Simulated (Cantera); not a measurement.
**Equilibrium for silicon etching in halogen gases: Si + HF**

Feed: 1 mol Si, 14 mol HF, held at 41.0 Pa.

Cantera equilibrium calculation (NASA polynomials, part measured and part estimated; ideal gas, pure solids and liquids). Candidate condensed phases: Si; 25 gas species. The tables' values for SiF3, SiF2 are old estimates; treat these amounts as uncertain. Equilibrium is a limit: real reactors are often held back by kinetics, nucleation or transport.

| T (K) | log p HF | log p H2 | log p SiF4 | log p SiF3 | log p H | log p SiF2 |
|---|---|---|---|---|---|---|
| 1150 | -3.50 | -4.20 | -4.50 | -9.25 | -9.23 | -13.90 |
| 1225 | -3.50 | -4.20 | -4.50 | -8.55 | -8.61 | -12.59 |
| 1300 | -3.50 | -4.20 | -4.50 | -7.93 | -8.06 | -11.43 |
| 1375 | -3.50 | -4.20 | -4.50 | -7.38 | -7.57 | -10.40 |
| 1450 | -3.50 | -4.20 | -4.50 | -6.89 | -7.12 | -9.49 |
| 1525 | -3.50 | -4.20 | -4.51 | -6.45 | -6.73 | -8.67 |
| 1600 | -3.50 | -4.21 | -4.51 | -6.06 | -6.37 | -7.93 |
log p: log10 of the partial pressure in bar; nothing condenses.

From 1150 K to 1600 K nothing is condensed. The main Si-bearing gas is SiF4 throughout.
